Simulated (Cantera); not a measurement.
A closed system holds: 1 mol C2H2, 0.03 mol CO2, 97 mol H2, equilibrated at 1330 Pa.

Cantera equilibrium calculation (NASA polynomials, part measured and part estimated; ideal gas, pure solids and liquids). Candidate condensed phases: C, C6H6, C7H8, C8H18, H2O; 110 gas species. The numbers say what is thermodynamically allowed, not how fast it happens.

Task: At 1750 K, list the 5 most abundant gas species with their mole fractions, and the condensed phases.

Result: H2 0.997, H 0.00201, CO 0.000611, C2H2 (acetylene) 0.000115, CH4 1.21e-5. Condensed: C(graphite).
